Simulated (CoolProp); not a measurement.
R143a along the isobar 6.91 MPa: density (kg/m³) from the reference equation and from simpler models built on Tc = 345.9 K, pc = 3.762 MPa, ω = 0.261; each cubic takes its own stable root.

The numbers come from the reference Helmholtz-energy equation of state, Lemmon and Jacobsen 2000 in CoolProp.

```tsv
T (K)	phase	reference	Redlich-Kwong	Peng-Robinson
194.7	liquid	1261	1043	1201
199.4	liquid	1249	1034	1192
204.2	liquid	1238	1025	1182
208.9	liquid	1226	1015	1173
213.7	liquid	1214	1005	1163
218.4	liquid	1203	995.7	1153
223.2	liquid	1191	985.6	1143
228	liquid	1178	975.2	1132
232.7	liquid	1166	964.8	1121
237.5	liquid	1154	954.0	1110
242.2	liquid	1142	943.2	1098
247	liquid	1129	931.9	1086
251.7	liquid	1116	920.6	1074
256.5	liquid	1103	908.8	1060
261.2	liquid	1090	897.0	1047
```
